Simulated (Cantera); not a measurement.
A closed system holds: 1 mol Si, 4.6 mol F2, 0.9 mol N2, 3.1 mol NF3, equilibrated at 0.320 bar.

Method: chemical equilibrium by Gibbs-energy minimisation in Cantera with the NASA 1993 tables (ideal gas, pure condensed phases). Candidate condensed phases: Si, Si3N4; 16 gas species. Kinetics and transport are ignored.

x: gas mole fraction; nothing condenses.

```tsv
T (K)	x F	x NF3	x F2	x N2	x SiF4	x NF2	x NF
623	7.09e-5	0.794	0.0245	0.0138	0.168	5.50e-9	<1e-12
773	0.00485	0.507	0.257	0.0911	0.141	5.32e-7	<1e-12
923	0.0567	0.0885	0.557	0.198	0.0991	4.05e-6	<1e-12
1073	(withheld)	(withheld)	(withheld)	0.200	(withheld)	(withheld)	(withheld)
1223	0.521	0.000380	0.240	0.169	0.0691	4.90e-6	1.60e-10
1373	0.717	1.62e-5	0.0762	0.147	0.0600	2.11e-6	1.04e-9
1523	0.782	(withheld)	(withheld)	0.139	0.0569	(withheld)	(withheld)
1673	0.800	6.01e-8	0.00687	0.137	0.0561	3.21e-7	1.19e-8
```

Question: Fill in the missing entries.

Answer: 
- 1523, x NF3: 8.05e-7
- 1523, x F2: 0.0215
- 1523, x NF2: 7.87e-7
- 1523, x NF: 4.04e-9
- 1073, x F: 0.235
- 1073, x NF3: 0.00667
- 1073, x F2: 0.475
- 1073, x SiF4: 0.0831
- 1073, x NF2: 6.52e-6
- 1073, x NF: 9.79e-12
